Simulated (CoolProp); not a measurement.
Hexamethyldisiloxane (MM) along the isotherm 287.65 °C: density (kg/m³) from the reference equation and from simpler models built on Tc = 245.6 °C, pc = 1.931 MPa, ω = 0.418; each cubic takes its own stable root.

Model: reference Helmholtz-energy equation of state, Thol 2016, in CoolProp.

```json
[
 {"p (MPa)": "0.0611", "phase": "gas", "reference": "2.146"},
 {"p (MPa)": "0.103", "phase": "gas", "reference": "3.640"},
 {"p (MPa)": "0.174", "phase": "gas", "reference": "6.213"},
 {"p (MPa)": "0.294", "phase": "gas", "reference": "10.69"},
 {"p (MPa)": "0.495", "phase": "gas", "reference": "18.58"},
 {"p (MPa)": "0.836", "phase": "gas", "reference": "33.28"},
 {"p (MPa)": "1.41", "phase": "gas", "reference": "63.03"},
 {"p (MPa)": "2.38", "phase": "supercritical", "reference": "139.6"},
 {"p (MPa)": "4.02", "phase": "supercritical", "reference": "356.5"},
 {"p (MPa)": "6.78", "phase": "supercritical", "reference": "449.8"},
 {"p (MPa)": "11.4", "phase": "supercritical", "reference": "505.4"},
 {"p (MPa)": "19.3", "phase": "supercritical", "reference": "554.1"}
]
```

### Question
How far does each simpler model (ideal gas, van der Waals, Redlich-Kwong, Soave-Redlich-Kwong, Peng-Robinson) lie from the reference over these 12 states: mean and median of the absolute difference, and the worst?

### Answer
- ideal gas: mean 20.2 %, median 16.9 %, worst -60.7 % at 287.65 °C and 4.02 MPa
- van der Waals: mean 8.0 %, median 0.8 %, worst -22.1 % at 287.65 °C and 19.3 MPa
- Redlich-Kwong: mean 1.8 %, median 0.2 %, worst +7.7 % at 287.65 °C and 2.38 MPa
- Soave-Redlich-Kwong: mean 3.1 %, median 1.1 %, worst -14.5 % at 287.65 °C and 4.02 MPa
- Peng-Robinson: mean 2.3 %, median 0.6 %, worst +9.4 % at 287.65 °C and 19.3 MPa
